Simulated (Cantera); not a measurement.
FeS₂ + H₂S + CO₂ (roasting and sulfation)

Charge: 1 mol FeS₂, 0.58 mol H₂S, 0.088 mol CO₂, at 575 °C.

Cantera equilibrium calculation (NASA polynomials, part measured and part estimated; ideal gas, pure solids and liquids). Candidate condensed phases: C, C₆H₆, C₇H₈, C₈H₁₈, Fe, Fe(CO)₅, FeO, Fe(OH)₂, Fe(OH)₃, FeS, FeSO₄, FeS₂, Fe₂O₃, Fe₂(SO₄)₃, Fe₃O₄, H₂O, H₂SO₄, S; 127 gas species. FeS: taken at fixed stoichiometry. Gases not in the tables: S₃ to S₇. Rates play no part.

From 10.0 mbar to 26.0 mbar the condensed part is FeS(s) + FeS₂(s). From 67.0 mbar to 20.0 bar the condensed part is FeS₂(s).

```json
[
 {"P (Pa)": "1000", "x H₂S": "0.714", "x S₂": "0.110", "x CO₂": "0.0822", "x H₂O": "0.0358", "x COS": "0.0171", "x H₂": "0.0229", "x CO": "0.0170", "n FeS(s)": "0.136", "n FeS₂(s)": "0.864"},
 {"P (Pa)": "2600", "x H₂S": "0.768", "x S₂": "0.0425", "x CO₂": "0.0885", "x H₂O": "0.0386", "x COS": "0.0184", "x H₂": "0.0247", "x CO": "0.0183", "n FeS(s)": "0.0293", "n FeS₂(s)": "0.971"},
 {"P (Pa)": "6700", "x H₂S": "0.789", "x S₂": "0.0202", "x CO₂": "0.0913", "x H₂O": "0.0388", "x COS": "0.0194", "x H₂": "0.0229", "x CO": "0.0174", "n FeS(s)": "0", "n FeS₂(s)": "1.00"},
 {"P (Pa)": "17000", "x H₂S": "0.801", "x S₂": "0.0152", "x CO₂": "0.0937", "x H₂O": "0.0371", "x COS": "0.0211", "x H₂": "0.0168", "x CO": "0.0137", "n FeS(s)": "0", "n FeS₂(s)": "1.00"},
 {"P (Pa)": "45000", "x H₂S": "0.811", "x S₂": "0.0113", "x CO₂": "0.0958", "x H₂O": "0.0358", "x COS": "0.0227", "x H₂": "0.0121", "x CO": "0.0105", "n FeS(s)": "0", "n FeS₂(s)": "1.00"},
 {"P (Pa)": "120000", "x H₂S": "0.818", "x S₂": "0.00832", "x CO₂": "0.0973", "x H₂O": "0.0347", "x COS": "0.0240", "x H₂": "0.00873", "x CO": "0.00792", "n FeS(s)": "0", "n FeS₂(s)": "1.00"},
 {"P (Pa)": "300000", "x H₂S": "0.822", "x S₂": "0.00622", "x CO₂": "0.0985", "x H₂O": "0.0340", "x COS": "0.0249", "x H₂": "0.00642", "x CO": "0.00602", "n FeS(s)": "0", "n FeS₂(s)": "1.00"},
 {"P (Pa)": "770000", "x H₂S": "0.826", "x S₂": "0.00460", "x CO₂": "0.0993", "x H₂O": "0.0334", "x COS": "0.0257", "x H₂": "0.00469", "x CO": "0.00451", "n FeS(s)": "0", "n FeS₂(s)": "1.00"},
 {"P (Pa)": "2000000", "x H₂S": "0.829", "x S₂": "0.00336", "x CO₂": "0.1000", "x H₂O": "0.0330", "x COS": "0.0263", "x H₂": "0.00341", "x CO": "0.00335", "n FeS(s)": "0", "n FeS₂(s)": "1.00"}
]
```
x: gas mole fraction; n: condensed amount in mol.
